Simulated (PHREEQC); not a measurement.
Leach liquor

Make-up at 95 °C: 0.0086 mol/kgw HCl, 0.00038 mol/kgw Al2(SO4)3 and 0.00086 mol/kgw HF. Closed to the air; pH follows from the charge balance.

Computed with PHREEQC (ion-association model, phreeqc.dat).

No solid was allowed to form.

### Question
Estimate the pH, ionic strength.

### Answer
pH 2.11; ionic strength 0.0109 mol/kgw.

### Question
In which forms is F present?

### Answer
AlF+2 56 %, AlF2+ 40 %, HF 4.1 %, AlF3 0.5 % of the F.

Constants without temperature data keep their 25 °C values here. Fluoro complexes past AlF4- and FeF3 are missing from the database.
